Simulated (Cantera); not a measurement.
Source: NASA polynomial tables (part measured, part estimated), evaluated in Cantera. Values are per mole of reaction as written; species without (g) are pure solids or liquids, kept so even where they would boil at 1 bar.

**Question.** Between 300 and 1550 K, where is each reaction favourable under standard conditions?
- Mg(g) + NO(g) → N(g) + MgO

**Answer.** 
- Mg(g) + NO(g) → N(g) + MgO: ΔG° is -313 kJ at 300 K and -108 kJ at 1550 K; it stays negative (K > 1). ΔH° is -346 kJ and ΔS° -154 J/K at 1550 K.
